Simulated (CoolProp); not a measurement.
Values from CoolProp's reference Helmholtz-energy equation of state, Thol 2017.

### Question
For octamethyltrisiloxane (MDM), give the phase and the Joule-Thomson coefficient (K/MPa) at 575 K and 0.0259 MPa.

### Answer
- 575 K and 0.0259 MPa: gas; Joule-Thomson coefficient 8.22
